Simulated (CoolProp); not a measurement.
Vapour-liquid equilibrium of isobutane (1) + isobutene (2) at 230 K; x and y are mole fractions of (1).

The numbers come from the multi-fluid Helmholtz-energy mixture model, Bücker 2006 and Lemmon 2005; pair parameters Bell 2016 in CoolProp.

| x | bubble pressure, mixture model (kPa) | bubble pressure, Raoult's law (kPa) | y, mixture model | y, Raoult's law |
|---|---|---|---|---|
| 0.05 | 19.35 | 19.24 | 0.068 | 0.063 |
| 0.125 | 19.89 | 19.65 | 0.164 | 0.155 |
| 0.2 | 20.40 | 20.05 | 0.252 | 0.243 |
| 0.275 | 20.88 | 20.46 | 0.335 | 0.328 |
| 0.35 | 21.33 | 20.87 | 0.414 | 0.409 |
| 0.425 | 21.75 | 21.27 | 0.489 | 0.487 |
| 0.5 | 22.16 | 21.68 | 0.561 | 0.562 |
| 0.575 | 22.54 | 22.08 | 0.630 | 0.635 |
| 0.65 | 22.90 | 22.49 | 0.698 | 0.705 |
| 0.725 | 23.25 | 22.90 | 0.764 | 0.772 |
| 0.8 | 23.58 | 23.30 | 0.829 | 0.837 |
| 0.875 | 23.90 | 23.71 | 0.894 | 0.900 |
| 0.95 | 24.19 | 24.12 | 0.958 | 0.961 |

The largest gap from Raoult's law is +2.3 % in bubble pressure, at x = 0.425. No azeotrope shows between x = 0.05 and 0.95.

The pair parameters rest on a limited set of measurements; away from them the model extrapolates.
